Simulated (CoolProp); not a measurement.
A single-stage vapour-compression cycle with C3F8 (R218): evaporating at 199.15 K (dew point), condensing at 225.15 K (bubble point), superheat 2 K, subcooling 8 K, compressor efficiency 0.65, no pressure losses. Each further row changes one setting.

Values from CoolProp's reference Helmholtz-energy equation of state, Lemmon 2006. It is a short technical equation, of lower accuracy than the large ones.

```tsv
case	cooling COP	pressure ratio	discharge temperature (K)	refrigerating effect (kJ/kg)	volumetric capacity (kJ/m³)
as stated	___	4.61	235.7	102	150
evaporating temperature 204.15 K	6.16	___	___	___	210
condensing temperature 220.15 K	6.01	3.55	229.7	107	157
subcooling 13 K	4.95	4.61	235.7	107	157
superheat 12 K	4.78	4.61	246.2	___	151
compressor efficiency 0.55	___	4.61	___	102	150
```

**Question.** What belongs in the gaps?

**Answer.** 
- as stated, cooling COP: 4.74
- evaporating temperature 204.15 K, pressure ratio: 3.31
- evaporating temperature 204.15 K, discharge temperature (K): 233.5
- evaporating temperature 204.15 K, refrigerating effect (kJ/kg): 105
- superheat 12 K, refrigerating effect (kJ/kg): 109
- compressor efficiency 0.55, cooling COP: 4.01
- compressor efficiency 0.55, discharge temperature (K): 241.3
